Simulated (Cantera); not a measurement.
Input (Python, Cantera) and output of one run.

```python
import numpy as np
import cantera as ct

gas_names = [...]  # 109 gases of nasa_gas.yaml made of C, Cl, H, Si
cond_names = """
    C(gr) C6H6(L) C7H8(L) C8H18(L),n-octa Si(cr) Si(L) SiC(b)
""".split()


# ... load() reads the species with a 1 bar reference pressure and builds the phases ...
atoms = {
    'CH3SiCl3': {'C': 1, 'H': 3, 'Si': 1, 'CL': 3},
    'HCl': {'H': 1, 'CL': 1},
    'H2': {'H': 2},
}
top_T = {'C(gr)': 4500, 'SiC(b)': 3050}  # K; cautious upper limits of use, not melting points


# ... equilibrate(T, P, feed) seeds the gas with the atoms and calls Mixture.equilibrate('TP', solver="vcs", rtol=1e-11, max_steps=5000) ...
results = []
feed = {'CH3SiCl3': 1, 'HCl': 0.63, 'H2': 1800}  # mol
P = 8200  # Pa
for T in [2050, 2100, 2150, 2200, 2250, 2300, 2350, 2400]:
    mix = equilibrate(T, P, feed)
    results.append((T, P, feed, dict(zip(mix.species_names, mix.species_moles))))

top = {s: max(r[3][s] / sum(r[3][g] for g in gas_names) for r in results) for s in gas_names}
cols = sorted((s for s in top if top[s] > 0.001), key=lambda s: -top[s])[:7]
seen = [c for c in cond_names if any(r[3].get(c, 0) > 1e-12 for r in results)]
print("log10 of partial pressures in bar; condensed amounts in mol")
print(f"{'T/K':>10s}" + "".join(f"{s[:9]:>10s}" for s in cols + seen))
for T, P, feed, n in results:
    ng = sum(n[g] for g in gas_names)
    print(f"{T:10.4g}" + "".join(f"{np.log10(max(n[s] / ng * P / 1e5, 1e-99)):10.3f}" for s in cols)
          + "".join(f"{n.get(c, 0):10.4g}" for c in seen))
```

Output:

```
log10 of partial pressures in bar; condensed amounts in mol
       T/K        H2         H       HCL    SiC(b)
      2050    -1.091    -3.190    -3.788    0.5287
      2100    -1.092    -3.052    -3.790    0.1758
      2150    -1.094    -2.922    -3.792         0
      2200    -1.096    -2.797    -3.794         0
      2250    -1.099    -2.679    -3.797         0
      2300    -1.102    -2.565    -3.801         0
      2350    -1.106    -2.457    -3.806         0
      2400    -1.112    -2.354    -3.812         0
```

These are equilibrium values from Cantera (NASA tables, ideal gas, pure condensed phases), not measurements of a reactor. The feed counts by its element totals alone. Gases not in the tables: Si2H6 and higher silanes.
